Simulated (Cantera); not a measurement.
## Premixed flame

A freely propagating, adiabatic, planar premixed flame of 31.9 % H2, 14.5 % O2, 53.6 % N2, equivalence ratio 1.1, unburnt at 375 K and 825 Torr; mixture-averaged transport, grid criteria slope 0.08 and curve 0.16, no radiation.

Model: the H2/O2 subset of GRI-Mech 3.0, which has no nitrogen chemistry, integrated in Cantera. Burning velocities carry a grid error of a few per cent, more on coarse grids.

```tsv
z (mm)	T (K)	u (m/s)	x H2	x O2	x H2O2	x HO2	x OH	x O
-1.01	375	3.70	0.319	0.145	<1e-8	<1e-8	<1e-8	<1e-8
-0.671	375	3.70	0.319	0.145	<1e-8	<1e-8	<1e-8	<1e-8
-0.503	375	3.70	0.319	0.145	<1e-8	<1e-8	<1e-8	<1e-8
-0.336	375	3.70	0.319	0.145	<1e-8	5.63e-8	<1e-8	<1e-8
-0.168	386	3.78	0.314	0.146	3.99e-6	6.41e-5	5.22e-6	9.85e-7
-0.0839	646	6.12	0.276	0.143	9.04e-5	0.000372	0.00112	0.000159
0	1146	10.5	0.181	0.108	1.22e-5	0.000121	0.00259	0.00343
0.0839	1487	13.4	0.0918	0.0509	3.71e-6	4.87e-5	0.00785	0.00885
0.168	1656	14.8	0.0623	0.0271	2.20e-6	2.35e-5	0.0116	0.00988
0.336	1822	16.2	0.0561	0.0186	1.14e-6	1.37e-5	0.0144	0.00877
0.671	1985	17.4	0.0546	0.0147	5.95e-7	8.98e-6	0.0155	0.00665
1.34	2136	18.5	0.0511	0.0109	3.52e-7	5.58e-6	0.0151	0.00446
2.68	2263	19.5	0.0463	0.00750	2.36e-7	3.32e-6	0.0134	0.00268
```
x: mole fraction of selected species; z is measured from the peak of heat release.

```
Item                         Value
------------------------  --------
laminar burning velocity  370 cm/s
thermal thickness         0.336 mm
peak x(H2O2)               9.06e-5
peak x(HO2)               0.000504
peak x(OH)                  0.0155
peak x(O)                  0.00990
```
